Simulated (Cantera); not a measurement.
**Equilibrium for carbon deposition, reforming and gasification: C2H4 + O2 + H2**

Charge: 1 mol C2H4, 0.015 mol O2, 11 mol H2, at 26.0 mbar.

These are equilibrium values from Cantera (NASA tables, ideal gas, pure condensed phases), not measurements of a reactor. Candidate condensed phases: C, C6H6, C7H8, C8H18, H2O; 110 gas species. Kinetics and transport are ignored.

```tsv
T (K)	x H2	x H	x C2H2 (acetylene)	x CO	x C2H	x C3	n C(graphite)
2150	0.970	0.0258	0.00188	0.00227	1.50e-6	3.29e-8	1.92
2200	0.961	0.0342	0.00246	0.00226	3.04e-6	9.29e-8	1.90
2250	0.950	0.0449	0.00318	0.00225	5.96e-6	2.50e-7	1.88
2300	0.936	0.0581	0.00404	0.00224	1.13e-5	6.43e-7	1.86
2350	0.919	0.0741	0.00507	0.00222	2.09e-5	1.59e-6	1.83
2400	0.898	0.0935	0.00626	0.00219	3.75e-5	3.77e-6	1.80
2450	0.874	0.116	0.00762	0.00217	6.55e-5	8.64e-6	1.75
2500	0.845	0.143	0.00914	0.00214	0.000111	1.91e-5	1.71
2550	0.812	0.174	0.0108	0.00210	0.000185	4.10e-5	1.65
2600	0.775	0.210	0.0126	0.00206	0.000299	8.52e-5	1.59
2650	0.734	0.249	0.0144	0.00201	0.000473	0.000172	1.51
```
x: gas mole fraction; n: condensed amount in mol.

From 2150 K to 2650 K the condensed part is C(graphite). The main C-bearing gas is C2H2 (acetylene) throughout. The share of C in condensed phases is highest at 2150 K (96.0 %) and lowest at 2650 K (75.5 %).
